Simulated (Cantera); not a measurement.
# Silicon epitaxy and polysilicon growth: SiCl₄ + HCl + H₂

Feed: 1 mol SiCl₄, 2.1 mol HCl, 19 mol H₂, held at 0.600 bar.

Cantera equilibrium calculation (NASA polynomials, part measured and part estimated; ideal gas, pure solids and liquids). Candidate condensed phases: Si; 19 gas species. The tables' values for SiCl₃ are old estimates; treat these amounts as uncertain. Kinetics and transport are ignored.

| T (K) | x H₂ | x HCl | x SiCl₄ | x SiCl₂ | x SiHCl₃ | x SiCl₃ | x SiH₂Cl₂ | x SiH₃Cl |
|---|---|---|---|---|---|---|---|---|
| 1050 | 0.856 | 0.0990 | 0.0413 | 1.21e-5 | 0.00371 | 0.000166 | 3.79e-5 | 1.01e-7 |
| 1100 | 0.854 | 0.101 | 0.0397 | 5.29e-5 | 0.00498 | 0.000389 | 7.47e-5 | 2.97e-7 |
| 1150 | 0.852 | 0.103 | 0.0377 | 0.000196 | 0.00635 | 0.000823 | 0.000134 | 7.63e-7 |
| 1200 | 0.849 | 0.106 | 0.0351 | 0.000625 | 0.00766 | 0.00158 | 0.000219 | 1.71e-6 |
| 1250 | 0.845 | 0.110 | 0.0317 | 0.00169 | 0.00865 | 0.00274 | 0.000321 | 3.31e-6 |
| 1300 | 0.839 | 0.116 | 0.0274 | 0.00388 | 0.00901 | 0.00423 | 0.000418 | 5.44e-6 |
| 1350 | 0.831 | 0.124 | 0.0224 | 0.00751 | 0.00857 | 0.00581 | 0.000478 | 7.58e-6 |
| 1400 | 0.822 | 0.134 | 0.0171 | 0.0124 | 0.00743 | 0.00708 | 0.000485 | 9.12e-6 |
x: gas mole fraction; nothing condenses.

From 1050 K to 1400 K nothing is condensed. The main Si-bearing gas is SiCl₄ throughout.
